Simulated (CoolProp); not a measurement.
Vapour-liquid equilibrium of n-butane (1) + R113 (2) at 0.698 MPa; x and y are mole fractions of (1).

Model: multi-fluid Helmholtz-energy mixture model, Bücker 2006 and Marx 1992; pair parameters Bell 2016, in CoolProp.

```
x      bubble temperature (K)  y at the bubble point  dew temperature at overall composition x (K)  liquid density (mol/L)
-----  ----------------------  ---------------------  --------------------------------------------  ----------------------
0.05                    389.0                  0.134                                             ?                       ?
0.125                   381.6                  0.301                                         389.3                   7.256
0.2                     375.1                      ?                                         386.1                   7.422
0.275                   369.4                  0.539                                         382.8                   7.579
0.35                    364.4                  0.624                                             ?                   7.731
0.425                   360.0                  0.694                                         375.5                   7.878
0.5                     356.0                  0.753                                         371.6                   8.022
0.575                   352.4                  0.802                                         367.4                       ?
0.65                    349.2                  0.845                                         362.8                   8.307
0.725                   346.2                  0.883                                             ?                   8.452
0.8                     343.5                  0.918                                         352.6                   8.599
0.875                   340.9                  0.950                                         346.9                   8.751
0.95                    338.4                  0.980                                         340.9                   8.908
```

Problem. Some entries are withheld; supply them.

Solution. 
- 0.05, dew temperature at overall composition x (K): 392.4
- 0.05, liquid density (mol/L): 7.082
- 0.2, y at the bubble point: 0.433
- 0.35, dew temperature at overall composition x (K): 379.3
- 0.575, liquid density (mol/L): 8.164
- 0.725, dew temperature at overall composition x (K): 357.9

No azeotrope shows between x = 0.05 and 0.95.

Pair parameters are fitted to limited data, so mixtures are less certain than the pure fluids.
